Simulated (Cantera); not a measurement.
A freely propagating, adiabatic, planar premixed flame of H2 : O2 : N2 = 1 : 0.25 : 0.94 (molar parts), equivalence ratio 2.0, unburnt at 450 K and 58000 Pa; mixture-averaged transport, grid criteria slope 0.08 and curve 0.16, no radiation.

Model: the H2/O2 subset of GRI-Mech 3.0, which has no nitrogen chemistry, integrated in Cantera. Burning velocities carry a grid error of a few per cent, more on coarse grids.

x: mole fraction of selected species; z is measured from the peak of heat release.

```csv
z (mm),T (K),u (m/s),x H2,x O2,x O,x H2O,x HO2,x OH
-2.47,450,5.34,0.457,0.114,<1e-8,<1e-8,<1e-8,<1e-8
-1.65,450,5.34,0.457,0.114,<1e-8,<1e-8,<1e-8,<1e-8
-1.23,450,5.34,0.457,0.114,<1e-8,<1e-8,<1e-8,<1e-8
-0.823,450,5.34,0.457,0.114,<1e-8,5.12e-8,1.03e-7,<1e-8
-0.411,469,5.54,0.453,0.114,___,___,___,___
-0.206,721,8.32,0.420,0.108,0.000224,0.0210,0.000128,0.000644
0,1136,12.7,0.319,0.0717,0.00287,0.101,4.62e-5,0.00171
0.206,1408,15.6,0.225,0.0179,0.00332,0.204,1.10e-5,0.00333
0.411,1522,16.8,0.205,___,___,0.234,___,0.00357
0.823,1630,17.9,0.209,0.000713,0.00127,0.240,4.03e-7,0.00397
1.65,1744,19.0,0.218,0.000492,0.000991,0.243,2.67e-7,0.00419
3.29,1857,20.0,0.228,0.000316,0.000663,0.246,1.73e-7,0.00400
6.58,1958,21.0,0.236,0.000172,0.000374,0.249,1.01e-7,0.00340
```

Problem. Complete the blanks.

Solution. 
- -0.411, x O: 6.52e-6
- -0.411, x H2O: 0.000621
- -0.411, x HO2: 0.000195
- -0.411, x OH: 5.54e-5
- 0.411, x O2: 0.00311
- 0.411, x O: 0.00177
- 0.411, x HO2: 1.82e-6
